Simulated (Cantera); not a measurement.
Charge: 1 mol CaCO3, 0.015 mol CO2, at 1125 K and 6.20 bar.

Equilibrium computed with Cantera from the NASA thermochemical tables; the gas is ideal and each condensed phase is pure. Candidate condensed phases: C, Ca, CaCO3, CaO; 15 gas species. Equilibrium is a limit: real reactors are often held back by kinetics, nucleation or transport.

What is the equilibrium state?


| Quantity | Value |
|---|---|
| x(CO2) | 1.000 |
| x(CO) | 1.31e-6 |
| n(CaCO3(calcite)) | 1.00 mol |
| gas amount | 0.01500 mol |
| log10 activity of C(graphite) (absent) | -12.20 |
| log10 activity of Ca(l) (absent) | -22.37 |
